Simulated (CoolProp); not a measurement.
Values from CoolProp's reference Helmholtz-energy equation of state, Lemmon 2005. It is a short technical equation, of lower accuracy than the large ones.

### Question
For cis-2-butene, give the phase and the speed of sound (m/s) at 147.05 °C and 101 kPa; 161.95 °C and 101 kPa; 176.95 °C and 101 kPa.

### Answer
- 147.05 °C and 101 kPa: gas; speed of sound 258
- 161.95 °C and 101 kPa: gas; speed of sound 262
- 176.95 °C and 101 kPa: gas; speed of sound 267
